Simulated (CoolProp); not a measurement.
Values from CoolProp's reference Helmholtz-energy equation of state, Wu 2011.

Question: For dimethyl ether, give the phase and the density (kg/m³), cp (kJ/(kg K)), expansivity (1/kK), viscosity (µPa s) at 185.25 °C and 50.9 bar; 185.25 °C and 65.5 bar; 185.25 °C and 72.8 bar.

Answer: 
- 185.25 °C and 50.9 bar: gas; density 81.1, cp 2.43, expansivity 5.24, viscosity 16.7
- 185.25 °C and 65.5 bar: supercritical; density 117, cp 2.79, expansivity 7.30, viscosity 18.2
- 185.25 °C and 72.8 bar: supercritical; density 138, cp 3.03, expansivity 8.67, viscosity 19.3

Viscosity comes from a separate model (Meng 2012).
